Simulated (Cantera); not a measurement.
Si₂Cl₆ + N₂ + H₂ (silicon nitride deposition)

A closed system holds: 1 mol Si₂Cl₆, 1.6 mol N₂, 5.3 mol H₂, at 32.0 mbar.

Cantera equilibrium calculation (NASA polynomials, part measured and part estimated; ideal gas, pure solids and liquids). Candidate condensed phases: NH₄Cl, Si, Si₃N₄; 28 gas species. The feed counts by its element totals alone. N₂ is the only nitrogen source here; it is nearly inert below about 1500 K, so the nitride shown seldom forms there in practice. The tables' values for SiCl₃ are old estimates; treat these amounts as uncertain. Equilibrium is a limit: real reactors are often held back by kinetics, nucleation or transport.

```json
[
 {"T (K)": "775", "log p H₂": "-1.83", "log p HCl": "-1.96", "log p N₂": "-2.51", "log p SiCl₄": "-2.52", "log p SiCl₃": "-8.04", "n Si₃N₄(s)": "0.403"},
 {"T (K)": "825", "log p H₂": "-1.83", "log p HCl": "-1.94", "log p N₂": "-2.53", "log p SiCl₄": "-2.54", "log p SiCl₃": "-7.37", "n Si₃N₄(s)": "0.416"},
 {"T (K)": "875", "log p H₂": "-1.84", "log p HCl": "-1.92", "log p N₂": "-2.54", "log p SiCl₄": "-2.56", "log p SiCl₃": "-6.78", "n Si₃N₄(s)": "0.428"},
 {"T (K)": "925", "log p H₂": "-1.85", "log p HCl": "-1.90", "log p N₂": "-2.56", "log p SiCl₄": "-2.58", "log p SiCl₃": "-6.26", "n Si₃N₄(s)": "0.438"},
 {"T (K)": "975", "log p H₂": "-1.86", "log p HCl": "-1.89", "log p N₂": "-2.57", "log p SiCl₄": "-2.60", "log p SiCl₃": "-5.79", "n Si₃N₄(s)": "0.447"},
 {"T (K)": "1025", "log p H₂": "-1.87", "log p HCl": "-1.88", "log p N₂": "-2.58", "log p SiCl₄": "-2.62", "log p SiCl₃": "-5.37", "n Si₃N₄(s)": "0.455"},
 {"T (K)": "1075", "log p H₂": "-1.87", "log p HCl": "-1.87", "log p N₂": "-2.59", "log p SiCl₄": "-2.64", "log p SiCl₃": "-4.98", "n Si₃N₄(s)": "0.462"},
 {"T (K)": "1125", "log p H₂": "-1.88", "log p HCl": "-1.86", "log p N₂": "-2.60", "log p SiCl₄": "-2.66", "log p SiCl₃": "-4.64", "n Si₃N₄(s)": "0.468"},
 {"T (K)": "1175", "log p H₂": "-1.88", "log p HCl": "-1.85", "log p N₂": "-2.60", "log p SiCl₄": "-2.67", "log p SiCl₃": "-4.32", "n Si₃N₄(s)": "0.473"},
 {"T (K)": "1225", "log p H₂": "-1.89", "log p HCl": "-1.84", "log p N₂": "-2.61", "log p SiCl₄": "-2.70", "log p SiCl₃": "-4.04", "n Si₃N₄(s)": "0.476"},
 {"T (K)": "1275", "log p H₂": "-1.89", "log p HCl": "-1.84", "log p N₂": "-2.61", "log p SiCl₄": "-2.73", "log p SiCl₃": "-3.79", "n Si₃N₄(s)": "0.475"},
 {"T (K)": "1325", "log p H₂": "-1.89", "log p HCl": "-1.84", "log p N₂": "-2.60", "log p SiCl₄": "-2.77", "log p SiCl₃": "-3.57", "n Si₃N₄(s)": "0.467"}
]
```
log p: log10 of the partial pressure in bar; n: condensed amount in mol.

From 775 K to 1325 K the condensed part is Si₃N₄(s). The main Si-bearing gas is SiCl₄ throughout. The share of Si in condensed phases is highest at 1225 K (71.3 %) and lowest at 775 K (60.4 %).
